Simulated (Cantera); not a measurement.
A closed system holds: 1 mol AlCl₃, 3.6 mol N₂O, 3.3 mol N₂, equilibrated at 443 Torr.

Method: chemical equilibrium by Gibbs-energy minimisation in Cantera with the NASA 1993 tables (ideal gas, pure condensed phases). Candidate condensed phases: Al, AlCl₃, AlN, Al₂O₃; 24 gas species. Condensed phases not in the tables: AlOCl. The numbers say what is thermodynamically allowed, not how fast it happens.

### Question
At 873 K, list the 4 most abundant gas species with their mole fractions, and the condensed phases.

### Answer
N₂ 0.730, Cl₂ 0.159, O₂ 0.111, Cl 2.30e-5. Condensed: Al₂O₃(s).
